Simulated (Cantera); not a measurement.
A closed system holds: 1 mol SiC, 0.058 mol H₂O, 41 mol H₂, at 1400 K and 60.0 mbar.

Cantera equilibrium calculation (NASA polynomials, part measured and part estimated; ideal gas, pure solids and liquids). Candidate condensed phases: C, C₆H₆, C₇H₈, C₈H₁₈, H₂O, Si, SiC, SiO₂; 123 gas species. Mutual solubility and eutectic melting of coexisting phases are not modelled. The tables hold silica as quartz up to 1696 K and as liquid above; real silica turns to tridymite and cristobalite and melts near 1996 K. Kinetics and transport are ignored.

Base state: H₂ 0.999, CO 0.000598, SiO 0.000409, H 1.98e-5, CH₄ 1.11e-5 (mole fractions); condensed: SiC(s) + SiO₂(β-quartz).

What changes in the equilibrium state with this change: temperature from 1400 K to 1623 K?


| species | before | after |
|---|---|---|
| H₂ | 0.999 | 0.998 |
| SiO | 0.000409 | 0.000706 |
| CO | 0.000598 | 0.000703 |
| H | 1.98e-5 | 0.000282 |
| CH₄ | 1.11e-5 | 4.97e-6 |
| SiC(s), mol | 0.975 | 0.971 |
| SiO₂(β-quartz), mol | 0.00823 | 0 |
